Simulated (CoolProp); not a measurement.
A Linde-Hampson liquefier for ethylene: isothermal reversible compression at 290 K from 1 atm to 15 MPa, throttling to 1 atm, return gas leaving the recuperator 0 K below the feed. Each further row changes one setting.

Computed with CoolProp (reference Helmholtz-energy equation of state, Smukala 2000).

```json
[
 {"case": "as stated", "liquid yield per pass": "?", "compression work (kJ/kg of gas)": "338"},
 {"case": "high pressure 30 MPa", "liquid yield per pass": "?", "compression work (kJ/kg of gas)": "373"},
 {"case": "warm-end temperature 320 K", "liquid yield per pass": "0.395", "compression work (kJ/kg of gas)": "?"},
 {"case": "warm-end gap 5 K", "liquid yield per pass": "?", "compression work (kJ/kg of gas)": "338"}
]
```

Q: Some entries are withheld; supply them.

A: 
- as stated, liquid yield per pass: 0.501
- high pressure 30 MPa, liquid yield per pass: 0.508
- warm-end temperature 320 K, compression work (kJ/kg of gas): 404
- warm-end gap 5 K, liquid yield per pass: 0.496
